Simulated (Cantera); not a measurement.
Charge: 1 mol BN, 3.1 mol O2, 12 mol H2, held at 902 °C.

These are equilibrium values from Cantera (NASA tables, ideal gas, pure condensed phases), not measurements of a reactor. Candidate condensed phases: B, BN, B2O3, B3O3H3, H2O; 39 gas species. Gases not in the tables: H3BO3. Kinetics and transport are ignored.

Question: Which condensed phases are stable at each of these points (P (Pa)): 1, 3.60, 13, 46, 170, 600, 2200, 7700, 28000, 100000?

Answer: 
| P (Pa) | condensed phases | B condensed (%) |
|---|---|---|
| 1 | gas only | 0.0 |
| 3.60 | B2O3(l) | 27.7 |
| 13 | B2O3(l) | 61.5 |
| 46 | B2O3(l) | 79.2 |
| 170 | B2O3(l) | 88.8 |
| 600 | B2O3(l) | 93.4 |
| 2200 | B2O3(l) | 95.4 |
| 7700 | B2O3(l) | 95.3 |
| 28000 | B2O3(l) | 93.3 |
| 100000 | B2O3(l) | 88.6 |

At 1.00 Pa nothing is condensed. From 3.60 Pa to 100000 Pa the condensed part is B2O3(l). The share of B in condensed phases is highest at 2200 Pa (95.4 %) and lowest at 1.00 Pa (0.0 %).
